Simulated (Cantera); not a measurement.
Gas mixture: O2 = 0.29 (molar parts), at 0.000158 atm, frozen composition.

Cantera's kinetic-theory transport with the Lennard-Jones parameters of GRI-Mech 3.0, ideal gas; thermal conductivity in the multicomponent form.

D: mixture-averaged diffusion coefficient of that species in the mixture.

| T (K) | ρ (kg/m³) | cp (J/kg/K) | μ (µPa s) | λ (mW/m/K) | Pr | D (cm²/s) NO | D (cm²/s) N2 | D (cm²/s) H |
|---|---|---|---|---|---|---|---|---|
| 400 | 0.000154 | 941.4 | 25.6 | 33.9 | 0.712 | 2150 | 2190 | 13500 |
| 650 | 9.47e-5 | 1017 | 36.0 | 51.6 | 0.710 | 4920 | 5010 | 31100 |
| 900 | 6.84e-5 | 1074 | ___ | ___ | 0.709 | ___ | ___ | ___ |
| 1150 | 5.35e-5 | 1109 | 52.5 | 82.1 | 0.709 | 12800 | 13000 | 81400 |
| 1400 | 4.40e-5 | 1134 | 59.7 | 95.6 | 0.708 | 17700 | 18100 | 113000 |
| 1650 | 3.73e-5 | 1155 | 66.4 | 108 | 0.708 | 23300 | 23700 | 148000 |
| 1900 | 3.24e-5 | 1174 | 72.7 | ___ | 0.707 | ___ | ___ | ___ |
| 2150 | 2.86e-5 | 1192 | 78.8 | 133 | 0.707 | 36100 | 36800 | 230000 |
| 2400 | 2.57e-5 | 1209 | 84.6 | 145 | 0.707 | 43300 | 44100 | 276000 |

Question: Some entries are withheld; supply them.

Answer: 
- 900, μ (µPa s): 44.7
- 900, λ (mW/m/K): 67.7
- 900, D (cm²/s) NO: 8500
- 900, D (cm²/s) N2: 8650
- 900, D (cm²/s) H: 54000
- 1900, λ (mW/m/K): 121
- 1900, D (cm²/s) NO: 29400
- 1900, D (cm²/s) N2: 30000
- 1900, D (cm²/s) H: 188000
